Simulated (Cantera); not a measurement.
Charge: 1 mol TiO2, a varied amount of CO, 2.4 mol CH4, at 1348.15 K and 32.0 mbar.

These are equilibrium values from Cantera (NASA tables, ideal gas, pure condensed phases), not measurements of a reactor. Candidate condensed phases: C, C6H6, C7H8, C8H18, H2O, Ti, TiC, TiO, TiO2, Ti2O3, Ti3O5, Ti4O7; 113 gas species. Mutual solubility and eutectic melting of coexisting phases are not modelled. TiC: taken at fixed stoichiometry. Equilibrium is a limit: real reactors are often held back by kinetics, nucleation or transport.

x: gas mole fraction; n: condensed amount in mol.

```
n(CO) (mol)   x H2   x CO    x H2O    x CH4    x CO2      x H  x C2H2 (acetylene)  n TiC(s)  n Ti2O3(s)  n Ti3O5(s)
-----------  -----  -----  -------  -------  -------  -------  ------------------  --------  ----------  ----------
0.88         0.656  0.344  6.96e-5  4.84e-5  1.87e-5  1.05e-5             2.88e-7     0.760       0.120           0
1.1          0.637  0.363  6.91e-5  4.72e-5  2.01e-5  1.03e-5             2.99e-7     0.760       0.120           0
1.4          0.612  0.388  6.82e-5  4.53e-5  2.21e-5  1.01e-5             3.11e-7     0.760       0.120           0
1.8          0.582  0.417  6.68e-5  4.29e-5        ?  9.89e-6             3.23e-7     0.760       0.120           0
2.3          0.550  0.450  6.50e-5  4.00e-5  2.72e-5  9.61e-6             3.34e-7     0.775           0      0.0749
3            0.509      ?  6.22e-5        ?        ?  9.25e-6             3.44e-7     0.775           0      0.0749
3.8          0.469  0.531  5.90e-5  3.23e-5  3.41e-5  8.88e-6             3.50e-7     0.775           0      0.0749
```

Q: Fill in the missing entries.

A: 
- 3, x CO: 0.491
- 3, x CH4: 3.62e-5
- 3, x CO2: 3.06e-5
- 1.8, x CO2: 2.45e-5
